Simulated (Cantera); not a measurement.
Premixed flame

A freely propagating, adiabatic, planar premixed flame of CH3OH : O2 : N2 = 1 : 1.5 : 5.64 (molar parts), equivalence ratio 1.0, unburnt at 525 K and 1.28 atm; mixture-averaged transport, grid criteria slope 0.08 and curve 0.16, no radiation.

Model: GRI-Mech 3.0 (53 species, 325 reactions), integrated in Cantera. GRI-Mech 3.0 was tuned for natural gas; its chemistry of methanol as a main component is partial and can be far from experiment. Burning velocities carry a grid error of a few per cent, more on coarse grids.

| z (mm) | T (K) | u (m/s) | x CH3OH | x O2 | x CH2O | x NO | x HO2 | x C2H6 |
|---|---|---|---|---|---|---|---|---|
| -0.672 | 525 | 1.03 | 0.123 | 0.184 | 4.96e-7 | <1e-8 | 2.34e-7 | <1e-8 |
| -0.448 | 528 | 1.04 | 0.122 | 0.183 | 9.69e-6 | <1e-8 | 3.21e-6 | <1e-8 |
| -0.336 | 536 | 1.06 | 0.121 | 0.182 | 4.97e-5 | <1e-8 | 1.35e-5 | <1e-8 |
| -0.224 | 589 | 1.17 | 0.118 | 0.176 | 0.000405 | 1.24e-8 | 8.52e-5 | <1e-8 |
| -0.112 | 909 | 1.87 | 0.0907 | 0.147 | 0.00408 | 1.83e-7 | 0.000774 | 1.03e-7 |
| -0.0560 | 1284 | 2.72 | 0.0504 | 0.112 | 0.00938 | 6.88e-7 | 0.00224 | 2.86e-7 |
| 0 | 1691 | 3.69 | 0.00664 | 0.0713 | 0.00575 | 1.76e-6 | 0.00163 | 3.45e-7 |
| 0.0560 | 1831 | 4.01 | 5.38e-5 | 0.0469 | 0.000161 | 3.10e-6 | 5.05e-5 | 1.09e-8 |
| 0.112 | 1885 | 4.11 | 1.42e-7 | 0.0346 | 1.29e-6 | 4.62e-6 | 1.61e-5 | <1e-8 |
| 0.224 | 1960 | 4.24 | <1e-8 | 0.0263 | <1e-8 | 7.64e-6 | 1.10e-5 | <1e-8 |
| 0.448 | 2052 | 4.40 | <1e-8 | 0.0214 | <1e-8 | 1.29e-5 | 7.42e-6 | <1e-8 |
| 0.896 | 2147 | 4.58 | <1e-8 | 0.0176 | <1e-8 | 2.18e-5 | 4.68e-6 | <1e-8 |
| 1.79 | 2230 | 4.73 | <1e-8 | 0.0140 | <1e-8 | 3.69e-5 | 2.90e-6 | <1e-8 |
x: mole fraction of selected species; z is measured from the peak of heat release.

```json
{
  "laminar_burning_velocity": "103 cm/s",
  "thermal_thickness": "0.224 mm",
  "peak x(CH2O)": "0.0104",
  "peak x(HO2)": "0.00282",
  "peak x(C2H6)": "4.17e-7",
  "grid_points": "139"
}
```
